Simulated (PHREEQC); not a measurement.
A solution holds 0.0013 mol NaOH and 5.2e-07 mol H4SiO4 per kg of water, at 25 °C. Closed to the air; pH follows from the charge balance.

Computed with PHREEQC (Pitzer model, pitzer.dat).

No solid was allowed to form.

Question: Estimate the pH, specific conductance.

Answer: pH 11.09; specific conductance 313 µS/cm.

Question: In which forms is Si present?

Answer: H3SiO4- 94 %, H4SiO4 5.0 %, H2SiO4-2 0.9 % of the Si.
